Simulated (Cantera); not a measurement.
A closed system holds: 1 mol C2H5OH, 0.44 mol H2, 5.8 mol N2, held at 13.3 mbar.

Equilibrium computed with Cantera from the NASA thermochemical tables; the gas is ideal and each condensed phase is pure. Candidate condensed phases: C, C6H6, C7H8, C8H18, H2O; 136 gas species. Equilibrium is a limit: real reactors are often held back by kinetics, nucleation or transport.

### Question
Which condensed phases are stable at each of these points (T (K)): 1648, 1798, 1948, 2098, 2248, 2398, 2548, 2698, 2848, 2998?

### Answer
```
T (K)  condensed phases  C condensed (%)
-----  ----------------  ---------------
1648        C(graphite)             49.4
1798        C(graphite)             48.5
1948        C(graphite)             47.0
2098        C(graphite)             44.6
2248        C(graphite)             40.8
2398        C(graphite)             35.6
2548        C(graphite)             28.9
2698        C(graphite)             20.2
2848        C(graphite)              4.2
2998           gas only              0.0
```

From 1648 K to 2848 K the condensed part is C(graphite). At 2998 K nothing is condensed.
